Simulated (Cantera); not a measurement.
An adiabatic, constant-volume homogeneous reactor starts with CH₄ : C₂H₆ : O₂ : N₂ = 1 : 0.21 : 8.29 : 31.2 (molar parts), equivalence ratio 0.33, at 1575 K and 0.326 atm. Integrator tolerance rtol = 1e-08.

Detailed kinetics in Cantera: GRI-Mech 3.0 (53 species, 325 reactions).

What does this change do: pressure from 0.326 atm to 12.8 atm?


```
quantity                                                            before                                    after
---------------------------------  ---------------------------------------  ---------------------------------------
time of steepest temperature rise                                 0.194 ms                                  15.5 µs
temperature at 2.00 s                                               2354 K                                   2412 K
equilibrium temperature                                             2354 K                                   2412 K
x(CH₄) at 2.00 s                     <1e-12 (gas-phase equilibrium <1e-12)    <1e-12 (gas-phase equilibrium <1e-12)
x(C₂H₆) at 2.00 s                    <1e-12 (gas-phase equilibrium <1e-12)    <1e-12 (gas-phase equilibrium <1e-12)
x(O₂) at 2.00 s                        0.127 (gas-phase equilibrium 0.127)      0.127 (gas-phase equilibrium 0.127)
x(NO) at 2.00 s                      0.0133 (gas-phase equilibrium 0.0133)    0.0150 (gas-phase equilibrium 0.0150)
x(C₂H₄) at 2.00 s                    <1e-12 (gas-phase equilibrium <1e-12)    <1e-12 (gas-phase equilibrium <1e-12)
x(H₂O) at 2.00 s                     0.0596 (gas-phase equilibrium 0.0596)    0.0624 (gas-phase equilibrium 0.0624)
x(N₂O) at 2.00 s                   5.10e-7 (gas-phase equilibrium 5.10e-7)  3.65e-6 (gas-phase equilibrium 3.65e-6)
```
The pressure lies above the range GRI-Mech 3.0 was tuned for (to about 10 atm).

What does this change do: initial temperature 1575 to 1400 K?


| quantity | before | after |
|---|---|---|
| time of steepest temperature rise | 0.194 ms | 0.649 ms |
| temperature at 2.00 s | 2354 K | 2239 K |
| equilibrium temperature | 2354 K | 2239 K |
| x(CH₄) at 2.00 s | <1e-12 (gas-phase equilibrium <1e-12) | <1e-12 (gas-phase equilibrium <1e-12) |
| x(C₂H₆) at 2.00 s | <1e-12 (gas-phase equilibrium <1e-12) | <1e-12 (gas-phase equilibrium <1e-12) |
| x(O₂) at 2.00 s | 0.127 (gas-phase equilibrium 0.127) | 0.129 (gas-phase equilibrium 0.129) |
| x(NO) at 2.00 s | 0.0133 (gas-phase equilibrium 0.0133) | 0.0106 (gas-phase equilibrium 0.0106) |
| x(C₂H₄) at 2.00 s | <1e-12 (gas-phase equilibrium <1e-12) | <1e-12 (gas-phase equilibrium <1e-12) |
| x(H₂O) at 2.00 s | 0.0596 (gas-phase equilibrium 0.0596) | 0.0615 (gas-phase equilibrium 0.0615) |
| x(N₂O) at 2.00 s | 5.10e-7 (gas-phase equilibrium 5.10e-7) | 4.22e-7 (gas-phase equilibrium 4.22e-7) |
